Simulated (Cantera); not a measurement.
Gas mixture: O2 : NO = 0.99 : 0.45 (molar parts), at 78.0 Pa, frozen composition.

Cantera's kinetic-theory transport with the Lennard-Jones parameters of GRI-Mech 3.0, ideal gas; thermal conductivity in the mixture-averaged form. The composition is frozen, though it would react at the higher temperatures.

D: mixture-averaged diffusion coefficient of that species in the mixture.

```csv
T (K),ρ (kg/m³),cp (J/kg/K),μ (µPa s),λ (mW/m/K),Pr,D (cm²/s) H2,D (cm²/s) NO,D (cm²/s) C2H2
400,0.000736,958.5,[?],33.4,0.713,1690,441,362
500,0.000589,984.8,[?],40.4,0.709,2460,647,537
600,0.000491,1014,[?],47.2,0.708,3340,882,738
700,0.000420,1042,[?],53.8,0.709,4310,1140,961
800,0.000368,1066,40.0,60.1,0.709,5380,1430,1210
900,0.000327,1086,43.2,66.2,0.709,6550,1740,1470
1000,0.000294,1103,46.3,72.0,0.710,7800,2080,1760
1100,0.000268,1116,49.3,77.7,0.708,9130,2440,2070
1200,0.000245,1128,52.2,83.2,0.708,10500,2820,2390
```

Complete the blanks.


- 400, μ (µPa s): 24.8
- 500, μ (µPa s): 29.1
- 600, μ (µPa s): 33.0
- 700, μ (µPa s): 36.6
